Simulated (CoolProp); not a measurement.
Methane along the isobar 4.78 MPa: Z from the reference equation and from simpler models built on Tc = -82.6 °C, pc = 4.599 MPa, ω = 0.011; each cubic takes its own stable root.

Model: reference Helmholtz-energy equation of state, Setzmann 1991, in CoolProp.

```tsv
T (°C)	phase	reference	van der Waals	Soave-Redlich-Kwong
-103.55	liquid	0.1678	0.2408	0.1795
-80.95	supercritical	0.3709	0.3583	0.3844
-58.25	supercritical	0.7112	0.7070	0.7119
-35.65	supercritical	0.8089	0.7961	0.8103
-12.95	supercritical	0.8656	0.8492	0.8681
9.65	supercritical	0.9025	0.8848	0.9060
32.35	supercritical	0.9283	0.9103	0.9325
54.95	supercritical	0.9470	0.9292	0.9517
77.65	supercritical	0.9610	0.9437	0.9660
100.25	supercritical	0.9717	0.9550	0.9768
122.95	supercritical	0.9800	0.9641	0.9852
145.55	supercritical	0.9865	0.9713	0.9917
168.25	supercritical	0.9917	0.9773	0.9968
190.85	supercritical	0.9959	0.9821	1.001
213.55	supercritical	0.9993	0.9862	1.004
```
